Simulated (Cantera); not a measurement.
A closed system holds: 1 mol Si3N4, 2.6 mol CO2, 220 mol N2, equilibrated at 1.00 bar.

Method: chemical equilibrium by Gibbs-energy minimisation in Cantera with the NASA 1993 tables (ideal gas, pure condensed phases). Candidate condensed phases: C, Si, SiC, SiO2, Si2N2O, Si3N4; 34 gas species. Kinetics and transport are ignored.

**Question.** At 1652 °C, list the 3 most abundant gas species with their mole fractions, and the condensed phases.

**Answer.** N2 0.979, CO 0.0115, SiO 0.00971. Condensed: Si2N2O(s).
